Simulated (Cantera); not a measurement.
An adiabatic, constant-pressure homogeneous reactor starts with 6.91 % CH₄, 0.629 % H₂, 17.9 % O₂, 57.3 % N₂, 17.3 % CO₂, equivalence ratio 0.79, at 1325 K and 5.00 bar.

Model: GRI-Mech 3.0 (53 species, 325 reactions), integrated in Cantera.

One state of this run: T (K) = 2479; x CH₄ = <1e-12; x H₂ = 0.00166; x O₂ = 0.0440; x C₂H₆ = <1e-12; x CO = 0.0166; x H = 0.000438. x: mole fraction; the columns are a selection and need not sum to one.

**Question.** Which value of t (s) does it belong to?
A. 1.99e-5
B. 0.00131
C. 7.00e-6
D. 0.000162

**Answer.** B, 0.00131
